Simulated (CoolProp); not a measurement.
Model: reference Helmholtz-energy equation of state, Zhou 2012, in CoolProp.

Question: Give the vapour pressure (MPa), enthalpy of vaporisation (kJ/kg), vapour viscosity (µPa s) of saturated o-xylene at 79.05, 216.65 °C.

Answer: 
```json
[
 {"T (°C)": "79.05", "p (MPa)": "0.0122", "enthalpy of vaporisation (kJ/kg)": "380", "vapour viscosity (µPa s)": "7.67"},
 {"T (°C)": "216.65", "p (MPa)": "0.498", "enthalpy of vaporisation (kJ/kg)": "292", "vapour viscosity (µPa s)": "10.7"}
]
```

Viscosity comes from a separate model (Cao 2016).
